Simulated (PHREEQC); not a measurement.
A made-up water analysis in mg/kgw, 20 °C, pH 5.67, pe 11.3:

```
constituent          mg/kgw
------------------  -------
Na                     24.7
K                   0.00174
Ca                     26.9
Mg                     6.84
Cl                     55.5
S(6) as SO4            38.7
Alkalinity as HCO3     35.4
Cu(2)                 0.573
Cd                    0.101
```

Valence states are taken as typed.

The numbers come from PHREEQC with the ion-association model, wateq4f.dat.

```
Item                            Value
--------------------  ---------------
ionic strength        0.00417 mol/kgw
charge-balance error            0.8 %
```

```csv
species,molality,activity,log γ
CO2,0.00277,0.00277,0.000
Cl-,0.00156,0.00146,-0.030
Na+,0.00107,0.00100,-0.030
Ca+2,0.000642,0.000490,-0.118
HCO3-,0.000575,0.000538,-0.029
SO4-2,0.000364,0.000277,-0.118
Mg+2,0.000268,0.000205,-0.116
CaSO4,2.58e-5,2.58e-5,0.000
MgSO4,1.17e-5,1.17e-5,0.000
```

Precipitation was switched off in this run.
